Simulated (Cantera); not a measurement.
Charge: 1 mol Si₃N₄, 0.0091 mol C, 0.063 mol N₂, at 2775 K and 13300 Pa.

Equilibrium computed with Cantera from the NASA thermochemical tables; the gas is ideal and each condensed phase is pure. Candidate condensed phases: C, Si, SiC, Si₃N₄; 20 gas species. The tables' values for SiN are old estimates; treat these amounts as uncertain. The numbers say what is thermodynamically allowed, not how fast it happens.

Base state: N₂ 0.751, Si 0.227, Si₂ 0.00868, SiN 0.00498, Si₂N 0.00372, Si₂C 0.00316, Si₃ 0.00136, SiC₂ 5.91e-5 (mole fractions); condensed: Si(l).

Q: What changes in the equilibrium state with this change: pressure from 13300 Pa to 6.20 Pa?

A: 
| species | before | after |
|---|---|---|
| Si | 0.227 | 0.591 |
| N₂ | 0.751 | 0.406 |
| C | 8.36e-7 | 0.000932 |
| Si₂ | 0.00868 | 2.75e-5 |
| Si₃ | 0.00136 | 5.24e-9 |
| Si₂N | 0.00372 | 1.87e-7 |
| Si(l), mol | 2.27 | 0 |
